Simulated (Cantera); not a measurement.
Charge: 1 mol Pb, a varied amount of CO, 2.6 mol N₂, 0.17 mol H₂, at 105 Torr.

Cantera equilibrium calculation (NASA polynomials, part measured and part estimated; ideal gas, pure solids and liquids). Candidate condensed phases: C, C₆H₆, C₇H₈, C₈H₁₈, H₂O, Pb, PbO, PbO₂, Pb₃O₄; 139 gas species. Equilibrium is a limit: real reactors are often held back by kinetics, nucleation or transport.

What condenses at these points (T in °C, n(CO) in mol): (1152, 4.6); (1202, 3.5); (1002, 3.9); (1202, 5.3); (752, 2.4); (1102, 3.2)?


```csv
T (°C),n(CO) in mol,condensed phases,Pb condensed (%)
1152,4.6,Pb,34.3
1202,3.5,Pb,0.2
1002,3.9,C + Pb,90.9
1202,5.3,gas only,0.0
752,2.4,C + Pb,99.9
1102,3.2,Pb,70.6
```
